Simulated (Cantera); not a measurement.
Cantera with NASA thermochemical tables; ideal gases at 1 bar, condensed phases pure. Values are per mole of reaction as written; species without (g) are pure solids or liquids, kept so even where they would boil at 1 bar.

Question: Between 300 and 673 K, where is each reaction favourable under standard conditions?
- 2 P2(g) + 10 OH(g) = 5 H2(g) + P4O10

Answer: 
- 2 P2(g) + 10 OH(g) = 5 H2(g) + P4O10: ΔG° is -3273 kJ at 300 K and -2762 kJ at 673 K; it stays negative (K > 1). ΔH° is -3663 kJ and ΔS° -1340 J/K at 673 K.
